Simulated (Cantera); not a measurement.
A closed system holds: 1 mol Si(CH3)4, 500 mol H2, at 1.33 mbar.

Cantera equilibrium calculation (NASA polynomials, part measured and part estimated; ideal gas, pure solids and liquids). Candidate condensed phases: C, C6H6, C7H8, C8H18, Si, SiC; 87 gas species. Equilibrium is a limit: real reactors are often held back by kinetics, nucleation or transport.

### Question
Which condensed phases are stable at each of these points (T (K)): 1548, 1598, 1648, 1698, 1748, 1798, 1848, 1898, 1948, 1998, 2048, 2098, 2148?

### Answer
```tsv
T (K)	condensed phases	Si condensed (%)
1548	C(graphite) + SiC(s)	100.0
1598	C(graphite) + SiC(s)	100.0
1648	C(graphite) + SiC(s)	99.9
1698	C(graphite) + SiC(s)	99.6
1748	C(graphite) + SiC(s)	98.9
1798	C(graphite) + SiC(s)	96.9
1848	C(graphite) + SiC(s)	92.2
1898	C(graphite) + SiC(s)	80.9
1948	C(graphite) + SiC(s)	55.3
1998	C(graphite)	0.0
2048	C(graphite)	0.0
2098	C(graphite)	0.0
2148	C(graphite)	0.0
```

From 1548 K to 1948 K the condensed part is C(graphite) + SiC(s). From 1998 K to 2148 K the condensed part is C(graphite).
